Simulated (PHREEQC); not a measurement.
0.072 g of hydrous ferric oxide (600 m²/g; 0.2 weak and 0.005 strong sites per Fe, Dzombak-Morel constants, diffuse double layer) in 1 kg of water with 0.1 mol/kgw of an inert sodium salt and 7.9e-06 mol/kgw NiCl2, at 25 °C; the pH is set by adding NaOH or the inert anion's acid. O2 is buffered at 0.21 atm. No CO2 enters from the air. No solid was allowed to form.

Computed with PHREEQC (ion-association model, wateq4f.dat).

```csv
pH,Ni sorbed (%),surface charge σ (C/m²),surface potential ψ (mV)
3,0.0,0.363,153
3.38,0.0,0.354,152
4.12,0.0,0.311,145
4.5,0.0,0.272,138
4.88,0.1,0.229,129
5.62,1.3,0.147,107
6,5.4,0.112,94
6.38,16.8,0.083,79
7.12,54.7,0.041,49
7.5,76.7,0.025,33
7.88,92.6,0.011,15
8.62,99.6,-0.015,-20
9,99.9,-0.030,-38
```

The oxide is taken as insoluble; below pH 4 it would dissolve.
